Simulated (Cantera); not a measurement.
Mixture: C3H8 : O2 : N2 = 1 : 6.02 : 22.7 (molar parts), at 750 Torr, adiabatic and at constant pressure. Ignition delay is the time to a rise of 400 K.

Model: GRI-Mech 3.0 (53 species, 325 reactions), integrated in Cantera. GRI-Mech 3.0 was tuned for natural gas; its chemistry of propane as a main component is partial and can be far from experiment.

Task: What does this change do: C3H8 1 to 0.42 parts?

Result: 
| quantity | before | after |
|---|---|---|
| delay at 1300 K | 0.967 ms | 0.845 ms |
| delay at 1350 K | 0.446 ms | 0.399 ms |
| delay at 1400 K | 0.227 ms | 0.212 ms |
| delay at 1450 K | 0.126 ms | 0.129 ms |
| delay at 1500 K | 76.6 µs | 89.4 µs |
| delay at 1550 K | 49.9 µs | 69.8 µs |
| delay at 1600 K | 34.6 µs | 60.2 µs |
Where the delays flatten at high temperature, the 400 K rule measures the pace of heat release, not the induction time.
